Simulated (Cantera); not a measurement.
**Premixed flame**

A freely propagating, adiabatic, planar premixed flame of 27.2 % H₂, 15.3 % O₂, 57.5 % N₂, unburnt at 650 K and 140000 Pa; multicomponent transport, grid criteria slope 0.08 and curve 0.16, no radiation.

Cantera simulation using the H2/O2 subset of GRI-Mech 3.0, which has no nitrogen chemistry; the numbers are that mechanism's predictions, not measurements. Burning velocities carry a grid error of a few per cent, more on coarse grids.

| z (mm) | T (K) | u (m/s) | x H₂ | x O₂ | x O | x H | x H₂O₂ | x H₂O |
|---|---|---|---|---|---|---|---|---|
| -0.929 | 650 | 7.94 | 0.272 | 0.153 | <1e-8 | <1e-8 | <1e-8 | <1e-8 |
| -0.619 | 650 | 7.94 | 0.272 | 0.153 | <1e-8 | <1e-8 | <1e-8 | <1e-8 |
| -0.464 | 650 | 7.94 | 0.272 | 0.153 | <1e-8 | <1e-8 | <1e-8 | <1e-8 |
| -0.310 | 650 | 7.94 | 0.272 | 0.153 | <1e-8 | 4.33e-8 | <1e-8 | 2.07e-7 |
| -0.155 | 664 | 8.08 | 0.268 | 0.153 | 9.40e-6 | 0.000159 | 3.50e-6 | 0.000731 |
| -0.0774 | 859 | 10.2 | 0.236 | 0.148 | 0.000423 | 0.00546 | 1.60e-5 | 0.0192 |
| 0 | 1295 | 14.9 | 0.132 | 0.107 | 0.00624 | 0.0325 | 7.51e-6 | 0.107 |
| 0.0774 | 1609 | 18.2 | 0.0549 | 0.0554 | 0.0134 | 0.0478 | 3.46e-6 | 0.197 |
| 0.155 | 1764 | 19.8 | 0.0397 | 0.0414 | 0.0144 | 0.0430 | 1.97e-6 | 0.221 |
| 0.310 | 1928 | 21.4 | 0.0358 | 0.0360 | 0.0124 | 0.0320 | 1.06e-6 | 0.234 |
| 0.619 | 2092 | 23.0 | 0.0316 | 0.0320 | 0.00941 | 0.0212 | 6.30e-7 | 0.248 |
| 1.24 | 2242 | 24.4 | 0.0256 | 0.0283 | 0.00644 | 0.0125 | 4.33e-7 | 0.262 |
| 2.48 | 2366 | 25.5 | 0.0188 | 0.0251 | 0.00403 | 0.00656 | 3.47e-7 | 0.277 |
x: mole fraction of selected species; z is measured from the peak of heat release.

| Property | Value |
|---|---|
| laminar burning velocity | 794 cm/s |
| thermal thickness | 0.310 mm |
| peak x(O) | 0.0144 |
| peak x(H) | 0.0479 |
| peak x(H₂O₂) | 1.60e-5 |
| grid points | 130 |
